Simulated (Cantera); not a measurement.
Cantera run, input and output.

```python
import numpy as np
import cantera as ct

gas = ct.Solution("h2o2.yaml")
gas.TPX = 350, 101325, {'H2': 1, 'O2': 0.943, 'N2': 4.5, 'H2O': 0.65}
flame = ct.FreeFlame(gas, width=0.04)
flame.set_refine_criteria(ratio=3, slope=0.08, curve=0.16)
flame.transport_model = "mixture-averaged"
flame.solve(loglevel=0, auto=True)
z, T = flame.grid, flame.T
thick = (T[-1] - T[0]) / np.gradient(T, z).max()
show = ['H2', 'O2', 'H2O', 'O', 'HO2', 'OH']
print(f"laminar burning velocity  {flame.velocity[0] * 100:.3f} cm/s")
print(f"burnt temperature         {T[-1]:.1f} K")
print(f"thermal thickness         {thick * 1e3:.4f} mm")
print(f"grid points               {len(z)}")
z0 = z[flame.heat_release_rate.argmax()]
print(f"{'z/mm':>9s}{'T/K':>9s}{'u/(m/s)':>9s}" + "".join(f"{s:>11s}" for s in show))
rows = []
for k in (-3, -2, -1.5, -1, -0.5, -0.25, 0, 0.25, 0.5, 1, 2, 4, 8):
    zz = z0 + k * thick
    rows.append([k * thick, np.interp(zz, z, T), np.interp(zz, z, flame.velocity),
                 *(np.interp(zz, z, flame.X[gas.species_index(s)]) for s in show)])
    print(f"{rows[-1][0] * 1e3:9.3f}{rows[-1][1]:9.1f}{rows[-1][2]:9.3f}" + "".join(f"{x:11.3e}" for x in rows[-1][3:]))
```

Result:

```
laminar burning velocity  14.188 cm/s
burnt temperature         1394.4 K
thermal thickness         1.0249 mm
grid points               111
     z/mm      T/K  u/(m/s)         H2         O2        H2O          O        HO2         OH
   -3.075    351.0    0.141  1.336e-01  1.341e-01  9.259e-02  1.492e-13  2.056e-08  5.592e-16
   -2.050    358.9    0.142  1.202e-01  1.358e-01  9.512e-02  3.014e-12  2.971e-07  2.541e-14
   -1.537    380.2    0.149  1.051e-01  1.369e-01  9.997e-02  2.328e-11  1.489e-06  5.473e-13
   -1.025    453.6    0.174  8.036e-02  1.358e-01  1.140e-01  5.752e-10  9.311e-06  3.488e-11
   -0.512    711.0    0.268  4.554e-02  1.215e-01  1.543e-01  4.940e-07  1.012e-04  3.587e-07
   -0.256    949.1    0.357  2.704e-02  1.049e-01  1.871e-01  3.817e-05  1.661e-04  5.242e-05
    0.000   1182.9    0.445  1.142e-02  8.579e-02  2.194e-01  3.521e-04  9.196e-05  4.897e-04
    0.256   1308.9    0.492  3.781e-03  7.510e-02  2.363e-01  4.765e-04  5.264e-05  1.040e-03
    0.512   1358.3    0.511  1.406e-03  7.175e-02  2.420e-01  3.135e-04  3.182e-05  1.049e-03
    1.025   1384.8    0.521  3.373e-04  7.051e-02  2.448e-01  9.776e-05  1.170e-05  6.581e-04
    2.050   1392.3    0.524  5.531e-05  7.034e-02  2.456e-01  1.802e-05  2.415e-06  2.988e-04
    4.100   1393.8    0.524  8.548e-06  7.036e-02  2.458e-01  3.693e-06  4.719e-07  1.376e-04
    8.199   1394.2    0.524  1.831e-06  7.037e-02  2.458e-01  1.050e-06  1.368e-07  7.399e-05
```

Detailed kinetics in Cantera: the H2/O2 subset of GRI-Mech 3.0, which has no nitrogen chemistry. Burning velocities carry a grid error of a few per cent, more on coarse grids. Lean hydrogen flames are cellular in practice and burn faster than this planar one.
